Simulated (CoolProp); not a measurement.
Vapour-liquid equilibrium of isohexane (1) + benzene (2) at 10.7 bar; x and y are mole fractions of (1).

Model: multi-fluid Helmholtz-energy mixture model, Lemmon 2006 and Thol 2012; pair parameters Bell 2016, in CoolProp.

Q: Give the bubble temperature and the first vapour's composition at x = 0.425, 0.65, 0.725. Is there an azeotrope?

A: x = 0.425: 166.8 °C, y = 0.507; x = 0.65: 163.0 °C, y = 0.697; x = 0.725: 162.0 °C, y = 0.760. No azeotrope shows between x = 0.05 and 0.95.

The pair parameters rest on a limited set of measurements; away from them the model extrapolates.
